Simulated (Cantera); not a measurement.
**Ignition delay**

Mixture: H2 : O2 : N2 = 1 : 0.312 : 1.17 (molar parts), equivalence ratio 1.6, at 0.987 atm, adiabatic and at constant volume. Ignition delay is the time to a rise of 400 K.

Detailed kinetics in Cantera: GRI-Mech 3.0 (53 species, 325 reactions). Below about 950 K walls govern HO2 and H2O2 in real vessels.

```csv
T0 (K),delay (ms)
875,524
925,52.1
975,0.885
1025,0.213
1075,0.116
1125,0.0764
1175,0.0547
1225,0.0414
```

The apparent activation energy between 1125 and 1225 K comes out as 70 kJ/mol.
